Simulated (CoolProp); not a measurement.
Model: reference Helmholtz-energy equation of state, Lemmon 2016, in CoolProp.

Question: Give the vapour pressure (MPa), liquid density (kg/m³), vapour density (kg/m³), enthalpy of vaporisation (kJ/kg) of saturated R115 at 276.2 K.

Answer: 
```
T (K)  p (MPa)  liquid density (kg/m³)  vapour density (kg/m³)  enthalpy of vaporisation (kJ/kg)
-----  -------  ----------------------  ----------------------  --------------------------------
276.2    0.485                    1390                    37.5                               107
```
